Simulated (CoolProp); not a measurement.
Computed with CoolProp (reference Helmholtz-energy equation of state, Zhou 2012).

**Question.** For ethylbenzene, give the phase and the conductivity (mW/(m K)) at 346.85 °C and 0.13 MPa; 346.85 °C and 0.297 MPa; 346.85 °C and 7.96 MPa.

**Answer.** 
- 346.85 °C and 0.13 MPa: gas; conductivity 43.8
- 346.85 °C and 0.297 MPa: gas; conductivity 44.0
- 346.85 °C and 7.96 MPa: supercritical; conductivity 79.4

Thermal conductivity comes from a separate model (Mylona 2014).
